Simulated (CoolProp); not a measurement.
Properties of ethylene along the isobar 7.16 MPa (Tc = 282.4 K, pc = 5.042 MPa, ω = 0.087).

Computed with CoolProp (reference Helmholtz-energy equation of state, Smukala 2000).

```csv
T (K),phase,Z,cv (kJ/(kg K)),expansivity (1/kK),fugacity coefficient
276.7,liquid,0.2335,1.428,9.403,0.4673
288.2,supercritical,0.2595,1.506,17.93,0.5450
299.8,supercritical,0.3624,1.635,46.99,0.6153
311.3,supercritical,0.5195,1.561,22.79,(withheld)
322.9,supercritical,0.6126,1.525,13.58,(withheld)
334.4,supercritical,0.6753,1.520,9.889,(withheld)
346,supercritical,0.7228,1.531,7.877,0.7669
357.6,supercritical,0.7603,1.550,6.614,0.7913
369.1,supercritical,0.7906,1.575,5.748,(withheld)
380.7,supercritical,(withheld),1.604,5.105,0.8315
392.2,supercritical,0.8377,1.635,4.615,(withheld)
403.8,supercritical,0.8564,1.668,(withheld),0.8632
415.3,supercritical,0.8724,1.702,3.901,0.8765
426.9,supercritical,0.8865,1.737,3.631,0.8887
438.4,supercritical,0.8989,1.772,3.405,(withheld)
450,supercritical,0.9099,1.808,3.207,0.9094
```

**Question.** Complete the blanks.

**Answer.** 
- 311.3, fugacity coefficient: 0.6664
- 322.9, fugacity coefficient: 0.7061
- 334.4, fugacity coefficient: 0.7388
- 369.1, fugacity coefficient: 0.8125
- 380.7, Z: 0.8162
- 392.2, fugacity coefficient: 0.8481
- 403.8, expansivity (1/kK): 4.220
- 438.4, fugacity coefficient: 0.8995
